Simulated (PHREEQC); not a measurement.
Make-up at 25 °C: 0.0082 mol/kgw KOH. Closed to the air; pH follows from the charge balance.

Model: ion-association model, wateq4f.dat, run in PHREEQC.

```
quantity                   before    after
------------------------  -------  -------
pH                          11.87    11.63
ionic strength (mol/kgw)  0.00820  0.00820
```

Q: What was changed between the two runs?
A. 0.00088 mol/kgw Fe(NO3)3 added
B. diluted 2-fold with water
C. temperature from 25 to 5 °C
D. KOH from 0.0082 to 0.00164 mol/kgw
E. diluted 5-fold with water

A: A, 0.00088 mol/kgw Fe(NO3)3 added

Precipitation was switched off in this run. Some of these states are supersaturated (in Fe(OH)3(a), Hematite (slow to form), for instance).
